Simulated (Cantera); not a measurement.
An adiabatic, constant-pressure homogeneous reactor starts with CH4 : CO : O2 : N2 = 1 : 0.13 : 1.03 : 9.4 (molar parts), equivalence ratio 2.0, at 1675 K and 1300000 Pa.

Model: GRI-Mech 3.0 (53 species, 325 reactions), integrated in Cantera. The pressure lies above the range GRI-Mech 3.0 was tuned for (to about 10 atm).

Q: Predict: time of steepest temperature rise; temperature at 2.00 s; equilibrium temperature; x(CO) at 2.00 s; x(O2) at 2.00 s; x(NO) at 2.00 s; x(CH2O) at 2.00 s.

A: 
```json
{
  "time_of_steepest_temperature_rise": "0.101 ms",
  "temperature at 2.00 s": "2305 K",
  "equilibrium_temperature": "2305 K",
  "x(CO) at 2.00 s": "0.0784 (gas-phase equilibrium 0.0784)",
  "x(O2) at 2.00 s": "2.51e-7 (gas-phase equilibrium 2.51e-7)",
  "x(NO) at 2.00 s": "1.70e-5 (gas-phase equilibrium 1.70e-5)",
  "x(CH2O) at 2.00 s": "3.53e-8 (gas-phase equilibrium 3.53e-8)"
}
```
